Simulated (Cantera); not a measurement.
Input (Python, Cantera):

```python
import numpy as np
import cantera as ct

gas = ct.Solution("gri30.yaml", transport_model="mixture-averaged")
show = ['CH3', 'H2', 'CH4']

rows = []
print(f"{'T/K':>7s}{'rho':>11s}{'cp':>10s}{'mu':>11s}{'lambda':>11s}{'Pr':>7s}" + "".join(f"{'D_' + s:>11s}" for s in show))
for T in [400, 550, 700, 850, 1000, 1150, 1300]:
    gas.TPX = T, 180, {'N2O': 0.063, 'O2': 0.11}
    Pr = gas.cp_mass * gas.viscosity / gas.thermal_conductivity
    D = [gas.mix_diff_coeffs_mole[gas.species_index(s)] for s in show]
    rows.append([gas.density, gas.cp_mass, gas.viscosity, gas.thermal_conductivity, Pr, *D])
    print(f"{T:7g}{gas.density:11.4e}{gas.cp_mass:10.1f}{gas.viscosity:11.4e}"
          f"{gas.thermal_conductivity:11.4e}{Pr:7.3f}" + "".join(f"{d:11.4e}" for d in D))
print("SI units: kg/m3, J/kg/K, Pa s, W/m/K, m2/s")
```

Output:

```
    T/K        rho        cp         mu     lambda     Pr      D_CH3       D_H2      D_CH4
    400 1.9686e-03     954.1 2.2883e-05 3.0512e-02  0.716 1.9252e-02 6.8608e-02 1.9146e-02
    550 1.4317e-03    1025.2 2.9213e-05 4.1726e-02  0.718 3.3734e-02 1.1755e-01 3.3534e-02
    700 1.1249e-03    1083.6 3.4793e-05 5.2298e-02  0.721 5.1138e-02 1.7609e-01 5.0823e-02
    850 9.2641e-04    1128.7 3.9860e-05 6.2194e-02  0.723 7.1192e-02 2.4341e-01 7.0743e-02
   1000 7.8745e-04    1162.7 4.4551e-05 7.1495e-02  0.724 9.3704e-02 3.1895e-01 9.3104e-02
   1150 6.8474e-04    1186.4 4.8952e-05 8.0298e-02  0.723 1.1853e-01 4.0226e-01 1.1776e-01
   1300 6.0573e-04    1206.9 5.3120e-05 8.8688e-02  0.723 1.4555e-01 4.9296e-01 1.4460e-01
SI units: kg/m3, J/kg/K, Pa s, W/m/K, m2/s
```

Model: GRI-Mech 3.0 (53 species, 325 reactions), integrated in Cantera. The composition is frozen, though it would react at the higher temperatures.
